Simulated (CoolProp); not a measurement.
Saturated liquid density (kg/m³) of dimethyl carbonate: the reference equation beside estimates from Tc = 557.0 K, pc = 49.09 bar, ω = 0.346.

The numbers come from the reference Helmholtz-energy equation of state, Zhou 2011 in CoolProp.

```tsv
T (K)	reference	Redlich-Kwong	Soave-Redlich-Kwong
362.1	975.7	830.0	871.7
376.9	954.3	809.3	852.6
391.8	932.1	787.2	832.0
406.6	909.4	764.0	809.9
421.5	885.6	739.1	785.8
436.3	861.0	712.8	759.8
451.1	835.1	684.6	731.3
466	807.4	654.0	699.9
480.8	777.7	620.9	665.1
495.6	745.1	584.4	626.0
```

Absolute difference from the reference over all 10 rows, mean and median: Redlich-Kwong 17.4 and 16.9 %, Soave-Redlich-Kwong 12.2 and 11.5 %.
